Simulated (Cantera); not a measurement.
Feed: 1 mol Cu2O, 4.8 mol CO, 1.9 mol H2, at 0.120 bar.

These are equilibrium values from Cantera (NASA tables, ideal gas, pure condensed phases), not measurements of a reactor. Candidate condensed phases: C, C6H6, C7H8, C8H18, Cu, CuO, Cu(OH)2, Cu2O, H2O; 113 gas species. Rates play no part.

Problem. At 1500 K, list the 6 most abundant gas species with their mole fractions, and the condensed phases.

Solution. CO 0.637, H2 0.214, CO2 0.0798, H2O 0.0694, Cu 6.85e-5, H 2.35e-5. Condensed: Cu(l).
